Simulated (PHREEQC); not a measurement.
Na2CO3 is added in steps, without added water, to 1 kg of water holding 0.039 mol H3PO4 and 5.8e-05 mol Na2HPO4, at 25 °C. Oxygen is held at 0.21 atm. No CO2 enters from the air. No solid was allowed to form.

Base run: PHREEQC, ion-association model, phreeqc.dat. Each further column changes one thing. The table gives HPO4-2 (mol/kgw).

```csv
Na2CO3 added (mol),base,database wateq4f.dat,all activity coefficients set to 1,metal-ligand complexes left out,Debye-Hückel limiting law
0,9.91e-8,9.91e-8,6.26e-8,9.91e-8,1.11e-7
0.01225,9.01e-7,9.01e-7,?,9.01e-7,?
0.01837,1.00e-5,1.00e-5,6.72e-6,1.00e-5,1.16e-5
0.03062,0.00667,0.00667,?,0.00693,0.00736
0.03675,0.0105,0.0105,0.00840,0.0110,0.0116
0.049,0.0183,0.0183,0.0150,0.0194,0.0200
0.06125,0.0258,0.0258,0.0216,0.0277,0.0278
0.06738,0.0294,0.0294,0.0248,0.0318,0.0314
0.07963,0.0348,0.0349,0.0293,0.0383,0.0367
0.08575,0.0353,0.0353,0.0296,0.0387,?
0.098,0.0352,0.0353,0.0293,0.0387,0.0373
```

Task: Complete the blanks.

Result: 
- 0.01225, all activity coefficients set to 1: 5.96e-7
- 0.01225, Debye-Hückel limiting law: 1.03e-6
- 0.03062, all activity coefficients set to 1: 0.00523
- 0.08575, Debye-Hückel limiting law: 0.0372

 H3PO4, which wateq4f.dat lacks, is added to it with the constant of phreeqc.dat. phreeqc.dat and wateq4f.dat share most of their constants, so their agreement is no independent check. Solids allowed in the column 'database wateq4f.dat': Nahcolite, Natron.
